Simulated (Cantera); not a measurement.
A closed system holds: 1 mol C2H5OH, 0.036 mol CO2, at 1073.15 K and 67.0 bar.

Method: chemical equilibrium by Gibbs-energy minimisation in Cantera with the NASA 1993 tables (ideal gas, pure condensed phases). Candidate condensed phases: C, C6H6, C7H8, C8H18, H2O; 110 gas species. The ideal-gas law is rough above about 30 bar. The numbers say what is thermodynamically allowed, not how fast it happens.

Base state: H2 0.321, CH4 0.317, H2O 0.222, CO 0.0796, CO2 0.0596, C2H6 0.000101 (mole fractions); condensed: C(graphite).

What changes in the equilibrium state with this change: CO2 from 0.036 to 1.7 mol?


```
species             before    after
----------------  --------  -------
H2O                  0.222    0.272
CO2                 0.0596    0.269
H2                   0.321    0.185
CH4                  0.317    0.105
CO                  0.0796    0.169
C2H6              0.000101  1.93e-5
C(graphite), mol     0.873     1.26
```
